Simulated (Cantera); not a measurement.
Input: 1 mol BF3, 170 mol H2, held at 2073 K and 0.133 bar.

Cantera equilibrium calculation (NASA polynomials, part measured and part estimated; ideal gas, pure solids and liquids). Candidate condensed phases: B; 20 gas species. The tables' values for BF2, BH2 are old estimates; treat these amounts as uncertain. Equilibrium is a limit: real reactors are often held back by kinetics, nucleation or transport.

Base state: H2 0.977, HF 0.00967, H 0.00712, BF 0.00402, BF2 0.00125, BHF2 0.000261, BF3 0.000231, BH2 3.79e-5 (mole fractions); condensed: gas only.

Task: What changes in the equilibrium state with this change: temperature from 2073 K to 2473 K?

Result: 
```json
[
 {"species": "H2", "before": "0.977", "after": "0.925"},
 {"species": "H", "before": "0.00712", "after": "0.0587"},
 {"species": "HF", "before": "0.00967", "after": "0.0110"},
 {"species": "BF", "before": "0.00402", "after": "0.00525"},
 {"species": "BF3", "before": "0.000231", "after": "5.62e-6"},
 {"species": "BHF2", "before": "0.000261", "after": "1.62e-5"}
]
```
